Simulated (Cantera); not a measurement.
What does this Cantera script print?

```python
import numpy as np
import cantera as ct

gas_names = """
    AL ALCL ALCL2 ALCL3 ALH ALN AL2 AL2CL6 CL CL2 H HCL H2 N NH NH2 NH3 N2 N2H2 N2H4
""".split()
cond_names = """
    AL(cr) AL(L) ALCL3(s) ALCL3(L) ALN(s) NH4CL(a) NH4CL(b)
""".split()


# ... load() reads the species with a 1 bar reference pressure and builds the phases ...
atoms = {
    'AlN': {'AL': 1, 'N': 1},
    'HCl': {'H': 1, 'CL': 1},
    'N2': {'N': 2},
    'Cl2': {'CL': 2},
}
top_T = {'ALN(s)': 2750}  # K; cautious upper limits of use, not melting points


# ... equilibrate(T, P, feed) seeds the gas with the atoms and calls Mixture.equilibrate('TP', solver="vcs", rtol=1e-11, max_steps=5000) ...
results = []
feed = {'AlN': 1, 'HCl': 1.6, 'N2': 8.1, 'Cl2': 0.011}  # mol
T = 1323  # K
P = 3400  # Pa
mix = equilibrate(T, P, feed)
results.append((T, P, feed, dict(zip(mix.species_names, mix.species_moles))))
print(gas.report(threshold=0.0001))
for i in range(1, mix.n_phases):
    print(f"{mix.phase(i).name:16s} {mix.phase_moles(i):12.5e} mol")
```

Result:

```
       temperature   1323 K
          pressure   3400 Pa
           density   0.0096621 kg/m^3
  mean mol. weight   31.26 kg/kmol
   phase of matter   gas

                          1 kg             1 kmol
                     ---------------   ---------------
          enthalpy        1.7318e+05        5.4135e+06  J
   internal energy       -1.7871e+05       -5.5865e+06  J
           entropy            8787.2        2.7469e+05  J/K
    Gibbs function       -1.1452e+07         -3.58e+08  J
 heat capacity c_p            1153.8             36068  J/K
 heat capacity c_v            887.84             27754  J/K

                      mass frac. Y      mole frac. X     chem. pot. / RT
                     ---------------   ---------------   ---------------
             ALCL2         0.0013263        0.00042356           -76.185
             ALCL3            0.1867          0.043771           -104.17
               HCL          0.040527          0.034749           -40.167
                H2         0.0041908          0.064982            -24.36
                N2           0.76712             0.856           -29.171
     [  +15 minor]        0.00013911        7.1503e-05

AL(L)             0.00000e+00 mol
ALCL3(L)          0.00000e+00 mol
ALN(s)            5.70038e-01 mol
```

Equilibrium computed with Cantera from the NASA thermochemical tables; the gas is ideal and each condensed phase is pure. The tables' values for AlCl2 are old estimates; treat these amounts as uncertain.
